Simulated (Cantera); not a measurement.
Charge: 1 mol SiHCl3, 0.013 mol CH4, 40 mol H2, held at 110 Pa.

Cantera equilibrium calculation (NASA polynomials, part measured and part estimated; ideal gas, pure solids and liquids). Candidate condensed phases: C, C6H6, C7H8, C8H18, Si, SiC; 109 gas species. Mutual solubility and eutectic melting of coexisting phases are not modelled. The tables' values for SiCl, SiCl3 are old estimates; treat these amounts as uncertain. Gases not in the tables: Si2H6 and higher silanes. Equilibrium is a limit: real reactors are often held back by kinetics, nucleation or transport. All values below are at 1748 K.

Base state: H2 0.930, HCl 0.0515, SiCl2 0.00949, H 0.00664, Si 0.00132, Cl 0.000284, SiCl 0.000278, SiH 5.63e-5 (mole fractions); condensed: Si(l) + SiC(s).

Question: What changes in the equilibrium state with this change: pressure from 110 Pa to 48000 Pa?

Answer: 
| species | before | after |
|---|---|---|
| H2 | 0.930 | 0.938 |
| HCl | 0.0515 | 0.0516 |
| SiCl2 | 0.00949 | 0.00945 |
| H | 0.00664 | 0.000319 |
| Si | 0.00132 | 3.03e-6 |
| SiH2Cl2 | 6.08e-8 | 2.67e-5 |
| Si2C | 1.06e-5 | 2.42e-8 |
| Si(l), mol | 0.514 | 0.576 |
| SiC(s), mol | 0.0125 | 0.0127 |
The tables' values for SiCl3, SiCl are old estimates; treat these amounts as uncertain.
